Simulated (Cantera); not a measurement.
## Premixed flame

A freely propagating, adiabatic, planar premixed flame of H2 : O2 : N2 : H2O = 1 : 0.24 : 1.17 : 0.22 (molar parts), unburnt at 550 K and 100.0 Torr; mixture-averaged transport, grid criteria slope 0.08 and curve 0.16, no radiation.

Computed with Cantera and the H2/O2 subset of GRI-Mech 3.0, which has no nitrogen chemistry. Burning velocities carry a grid error of a few per cent, more on coarse grids.

```
z (mm)  T (K)  u (m/s)   x H2      x O2   x H2O      x OH       x O    x HO2
------  -----  -------  -----  --------  ------  --------  --------  -------
-17.8     550     4.62  0.380    0.0913  0.0837     <1e-8     <1e-8    <1e-8
-11.8     550     4.62  0.380    0.0913  0.0837     <1e-8     <1e-8    <1e-8
-8.88     550     4.62  0.380    0.0913  0.0837     <1e-8     <1e-8    <1e-8
-5.92     550     4.62  0.380    0.0913  0.0837     <1e-8     <1e-8  5.95e-7
-2.96     565     4.74  0.378    0.0910  0.0849   3.77e-5   1.03e-5  6.37e-5
-1.48     711     5.88  0.355    0.0862  0.0990  0.000235  0.000153  3.76e-5
0        1029     8.32  0.264    0.0555   0.167  0.000987   0.00217  1.35e-5
1.48     1245     9.98  0.180    0.0102   0.256   0.00192   0.00212  2.17e-6
2.96     1328     10.6  0.169   0.00160   0.274   0.00210   0.00112  3.19e-7
5.92     1414     11.2  0.175  0.000707   0.277   0.00244  0.000932  1.28e-7
11.8     1509     11.9  0.183  0.000544   0.279   0.00270  0.000767  9.08e-8
23.7     1606     12.6  0.191  0.000366   0.282   0.00271  0.000542  5.87e-8
47.4     1695     13.2  0.198  0.000210   0.285   0.00242  0.000324  3.43e-8
```
x: mole fraction of selected species; z is measured from the peak of heat release.

```yaml
laminar_burning_velocity: 462 cm/s
thermal_thickness: 5.92 mm
peak x(OH): 0.00274
peak x(O): 0.00286
peak x(HO2): 6.38e-5
grid_points: 148
```
